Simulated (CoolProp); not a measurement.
A single-stage vapour-compression cycle with the fluid: evaporating at 264.15 K (dew point), condensing at 332.15 K (bubble point), superheat 8 K, subcooling 5 K, compressor efficiency 0.8, no pressure losses. The same conditions are run with several fluids, on thermodynamics alone (safety and materials aside).

Values from CoolProp's reference Helmholtz-energy equation of state of each fluid (propane: Lemmon 2009; isobutane: Bücker 2006; trans-2-butene: Lemmon 2005; R143a: Lemmon and Jacobsen 2000; R22: Kamei 1995; chloromethane (R40): Thol 2014).

```tsv
fluid	cooling COP	pressure ratio	discharge temperature (K)	refrigerating effect (kJ/kg)	volumetric capacity (kJ/m³)
propane	[?]	5.81	355.5	229	1740
isobutane	2.26	7.54	342.1	222	670
trans-2-butene	2.42	8.89	353.1	280	488
R143a	1.85	[?]	357.0	100	1960
R22	2.22	6.46	383.8	[?]	2110
chloromethane (R40)	2.43	7.47	429.9	317	[?]
```

Q: What belongs in the gaps?

A: 
- propane, cooling COP: 2.13
- R143a, pressure ratio: 6.07
- R22, refrigerating effect (kJ/kg): 138
- chloromethane (R40), volumetric capacity (kJ/m³): 1380
